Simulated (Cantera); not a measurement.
Feed: 1 mol SiHCl3, 1800 mol H2, equilibrated at 10.0 mbar.

Method: chemical equilibrium by Gibbs-energy minimisation in Cantera with the NASA 1993 tables (ideal gas, pure condensed phases). Candidate condensed phases: Si; 19 gas species. Gases not in the tables: Si2H6 and higher silanes. The numbers say what is thermodynamically allowed, not how fast it happens.

x: gas mole fraction; n: condensed amount in mol.

```json
[
 {"T (°C)": "1002", "x H2": "0.998", "x H": "[?]", "x HCl": "0.00165", "x Si": "1.93e-9", "x SiH": "1.84e-9", "x SiH2": "4.93e-8", "x SiCl2": "7.07e-6", "n Si(s)": "0.987", "n Si(l)": "0"},
 {"T (°C)": "1077", "x H2": "0.998", "x H": "[?]", "x HCl": "0.00165", "x Si": "1.99e-8", "x SiH": "1.27e-8", "x SiH2": "1.75e-7", "x SiCl2": "7.66e-6", "n Si(s)": "0.986", "n Si(l)": "0"},
 {"T (°C)": "1152", "x H2": "0.998", "x H": "[?]", "x HCl": "0.00165", "x Si": "1.61e-7", "x SiH": "7.15e-8", "x SiH2": "5.41e-7", "x SiCl2": "8.21e-6", "n Si(s)": "0.984", "n Si(l)": "0"},
 {"T (°C)": "1227", "x H2": "0.998", "x H": "[?]", "x HCl": "0.00165", "x Si": "1.05e-6", "x SiH": "3.37e-7", "x SiH2": "1.50e-6", "x SiCl2": "8.73e-6", "n Si(s)": "0.979", "n Si(l)": "0"},
 {"T (°C)": "1302", "x H2": "0.998", "x H": "[?]", "x HCl": "0.00165", "x Si": "5.74e-6", "x SiH": "1.37e-6", "x SiH2": "3.75e-6", "x SiCl2": "9.20e-6", "n Si(s)": "0.963", "n Si(l)": "0"},
 {"T (°C)": "1377", "x H2": "0.997", "x H": "[?]", "x HCl": "0.00164", "x Si": "2.68e-5", "x SiH": "4.89e-6", "x SiH2": "8.63e-6", "x SiCl2": "9.62e-6", "n Si(s)": "0.908", "n Si(l)": "0"},
 {"T (°C)": "1452", "x H2": "0.996", "x H": "[?]", "x HCl": "0.00164", "x Si": "0.000102", "x SiH": "1.45e-5", "x SiH2": "1.72e-5", "x SiCl2": "9.31e-6", "n Si(s)": "0", "n Si(l)": "0.736"},
 {"T (°C)": "1527", "x H2": "0.994", "x H": "[?]", "x HCl": "0.00164", "x Si": "0.000318", "x SiH": "3.61e-5", "x SiH2": "2.98e-5", "x SiCl2": "8.32e-6", "n Si(s)": "0", "n Si(l)": "0.275"},
 {"T (°C)": "1602", "x H2": "0.991", "x H": "[?]", "x HCl": "0.00164", "x Si": "0.000471", "x SiH": "4.35e-5", "x SiH2": "2.56e-5", "x SiCl2": "3.93e-6", "n Si(s)": "0", "n Si(l)": "0"}
]
```

Q: Some entries are withheld; supply them.

A: 
- 1002, x H: 7.37e-6
- 1077, x H: 2.38e-5
- 1152, x H: 6.82e-5
- 1227, x H: 0.000176
- 1302, x H: 0.000415
- 1377, x H: 0.000907
- 1452, x H: 0.00185
- 1527, x H: 0.00357
- 1602, x H: 0.00653
